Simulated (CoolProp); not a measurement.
Properties of chloromethane (R40) along the isotherm 154.05 °C (Tc = 145.5 °C, pc = 6.929 MPa, ω = 0.150).

Computed with CoolProp (reference Helmholtz-energy equation of state, Thol 2014).

| p (MPa) | phase | density (kg/m³) | cp (kJ/(kg K)) | cv (kJ/(kg K)) | Joule-Thomson coefficient (K/MPa) | isothermal compressibility (1/MPa) |
|---|---|---|---|---|---|---|
| 0.219 | gas | 3.147 | [?] | 0.8344 | 11.75 | 4.617 |
| 0.39 | gas | 5.654 | 1.019 | 0.8383 | 11.77 | 2.616 |
| 0.693 | gas | 10.21 | 1.040 | 0.8456 | 11.79 | 1.497 |
| 1.23 | gas | 18.66 | 1.080 | [?] | 11.84 | 0.8700 |
| 2.19 | gas | 35.22 | 1.168 | 0.8843 | 11.93 | 0.5212 |
| 3.9 | gas | 71.19 | 1.407 | 0.9371 | 12.10 | 0.3422 |
| 6.93 | supercritical | 193.2 | 3.512 | [?] | 11.93 | 0.4129 |
| 12.3 | supercritical | 604.6 | 2.501 | 1.014 | 1.494 | 0.02765 |
| 21.9 | supercritical | [?] | 1.861 | 0.9635 | 0.4070 | 0.008738 |
| 39 | supercritical | 768.4 | [?] | 0.9402 | -0.02800 | 0.004089 |
| 69.3 | supercritical | [?] | 1.512 | 0.9334 | -0.2586 | 0.002176 |

Q: Fill in the missing entries.

A: 
- 0.219, cp (kJ/(kg K)): 1.008
- 1.23, cv (kJ/(kg K)): 0.8588
- 6.93, cv (kJ/(kg K)): 1.085
- 21.9, density (kg/m³): 695.7
- 39, cp (kJ/(kg K)): 1.634
- 69.3, density (kg/m³): 839.6

The peak of cp marks the crossing from liquid-like to gas-like fluid above the critical point.
